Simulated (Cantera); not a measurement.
Feed: 1 mol H2O, 4 mol H2, held at 825 °C and 39.0 Pa.

These are equilibrium values from Cantera (NASA tables, ideal gas, pure condensed phases), not measurements of a reactor. Candidate condensed phases: H2O; 9 gas species. Rates play no part.

**Question.** What is the equilibrium state?

**Answer.** 
```
Property       Result
----------  ---------
x(H2)           0.800
x(H2O)          0.200
x(H)          1.12e-6
gas amount  5.000 mol
```
